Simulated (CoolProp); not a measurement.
Vapour-liquid equilibrium of toluene (1) + n-nonane (2) at 0.432 MPa; x and y are mole fractions of (1).

Computed with CoolProp (multi-fluid Helmholtz-energy mixture model, Lemmon 2006 and Lemmon 2006; pair parameters Bell 2016).

```tsv
x	bubble temperature, mixture model (K)	bubble temperature, Raoult's law (K)	y, mixture model	y, Raoult's law
0.05	484.9	485.4	0.105	0.107
0.15	477.9	479.4	0.285	0.290
0.25	471.7	473.8	0.431	0.440
0.35	466.3	468.8	0.549	0.562
0.45	461.6	464.2	0.646	0.664
0.55	457.6	459.9	0.726	0.749
0.65	454.0	455.9	0.796	0.821
0.75	450.9	452.3	0.858	0.883
0.85	448.0	448.8	0.916	0.935
0.95	445.4	445.6	0.972	0.980
```

The largest gap from Raoult's law is -2.6 K in bubble temperature, at x = 0.45. No azeotrope shows between x = 0.05 and 0.95.

Pair parameters are fitted to limited data, so mixtures are less certain than the pure fluids.
